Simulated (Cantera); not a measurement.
An adiabatic, constant-pressure homogeneous reactor starts with CH4 : O2 : N2 : H2O = 1 : 1.82 : 6.84 : 0.31 (molar parts), equivalence ratio 1.1, at 1625 K and 9.87 atm.

Model: GRI-Mech 3.0 (53 species, 325 reactions), integrated in Cantera.

x: mole fraction; the columns are a selection and need not sum to one.

```
t (s)     T (K)   x CH4     x O2   x H2O2    x C2H2    x C2H6     x N2O
--------  -----  ------  -------  -------  --------  --------  --------
2.00e-6    1625   0.100    0.183  2.15e-7    <1e-12   7.59e-8  7.82e-11
5.41e-6    1625   0.100    0.183  4.48e-7  9.05e-11   2.52e-6  4.28e-10
1.46e-5    1626  0.0997    0.182      [?]       [?]       [?]       [?]
3.95e-5    1643  0.0950    0.179  3.93e-6   1.66e-6  0.000892   1.55e-8
0.000107   2946  <1e-12      [?]      [?]    <1e-12    <1e-12   1.19e-6
0.000288   2934  <1e-12  0.00899  8.82e-7    <1e-12    <1e-12   1.28e-6
0.000780   2931  <1e-12  0.00867  8.62e-7    <1e-12    <1e-12   1.32e-6
0.00211    2931  <1e-12  0.00867  8.62e-7    <1e-12    <1e-12   1.32e-6
0.00570    2931  <1e-12  0.00867  8.62e-7    <1e-12    <1e-12   1.32e-6
0.0154     2931  <1e-12  0.00867  8.62e-7    <1e-12    <1e-12   1.32e-6
0.0416     2931  <1e-12  0.00867  8.62e-7    <1e-12    <1e-12   1.32e-6
0.112      2931  <1e-12  0.00867  8.62e-7    <1e-12    <1e-12   1.32e-6
0.304      2931  <1e-12  0.00867  8.62e-7    <1e-12    <1e-12   1.32e-6
0.821      2931  <1e-12  0.00867  8.62e-7    <1e-12    <1e-12   1.32e-6
2.22       2931  <1e-12  0.00867  8.62e-7    <1e-12    <1e-12   1.32e-6
6.00       2931  <1e-12  0.00867  8.62e-7    <1e-12    <1e-12   1.32e-6
```

Problem. Some entries are withheld; supply them.

Solution. 
- 1.46e-5, x H2O2: 8.05e-7
- 1.46e-5, x C2H2: 1.27e-8
- 1.46e-5, x C2H6: 7.59e-5
- 1.46e-5, x N2O: 2.11e-9
- 0.000107, x O2: 0.0104
- 0.000107, x H2O2: 9.65e-7
